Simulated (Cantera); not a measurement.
Input: 1 mol AlI3, 1.6 mol N2O, 28 mol N2, at 0.790 bar.

These are equilibrium values from Cantera (NASA tables, ideal gas, pure condensed phases), not measurements of a reactor. Candidate condensed phases: Al, AlI3, AlN, Al2O3, I2; 21 gas species. Equilibrium is a limit: real reactors are often held back by kinetics, nucleation or transport. All values below are at 1550 K.

Base state: N2 0.909, I 0.0869, I2 0.00263, O2 0.00147, NO 0.000139 (mole fractions); condensed: Al2O3(s).

Question: What changes in the equilibrium state with this change: N2O from 1.6 to 1.1 mol?

Answer: 
```tsv
species	before	after
N2	0.909	0.920
I	0.0869	0.0713
AlI3	<1e-9	0.00656
O2	0.00147	<1e-9
AlI	<1e-9	0.000355
NO	0.000139	<1e-9
I2	0.00263	0.00178
Al2O3(s), mol	0.500	0.367
AlN(s), mol	0	0.0481
```
Mutual solubility and eutectic melting of coexisting phases are not modelled.
